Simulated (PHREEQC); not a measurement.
Solution (20 °C): 0.19 mol/kgw HF, 0.00015 mol/kgw CsF and 0.000319 mol/kgw H2SiF6. Closed to the air; pH follows from the charge balance.

Equilibrium calculation in PHREEQC: ion-association model, wateq4f.dat.

**Question.** The ionic strength comes out as 0.0122 mol/kgw. What activity coefficients do Cs+, HF2-, F-, H+, SiF6-2 get?

**Answer.** Cs+ 0.89, HF2- 0.89, F- 0.89, H+ 0.91, SiF6-2 0.65.

Precipitation was switched off in this run. wateq4f.dat counts part of the HF as a dimer, H2F2, which phreeqc.dat doesn't know; its constant is uncertain. SiF6-2 is the database's only silicon fluoride.
